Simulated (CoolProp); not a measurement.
Vapour-liquid equilibrium of benzene (1) + n-decane (2) at 0.0315 MPa; x and y are mole fractions of (1).

Values from CoolProp's multi-fluid Helmholtz-energy mixture model, Thol 2012 and Lemmon 2006; pair parameters Bell 2016.

| x | bubble temperature (K) | y at the bubble point | dew temperature at overall composition x (K) | liquid density (mol/L) |
|---|---|---|---|---|
| 0.05 | 390.3 | 0.443 | 404.9 | 4.728 |
| 0.2 | 359.5 | 0.859 | 400.0 | 5.384 |
| 0.35 | 344.1 | 0.943 | 394.4 | 6.056 |
| 0.5 | 335.2 | 0.971 | 387.6 | 6.817 |
| 0.65 | 329.3 | 0.984 | 378.9 | 7.725 |
| 0.8 | 324.8 | 0.992 | 366.5 | 8.853 |
| 0.95 | 320.8 | 0.998 | 342.2 | 10.31 |

No azeotrope shows between x = 0.05 and 0.95.

Pair parameters are fitted to limited data, so mixtures are less certain than the pure fluids.
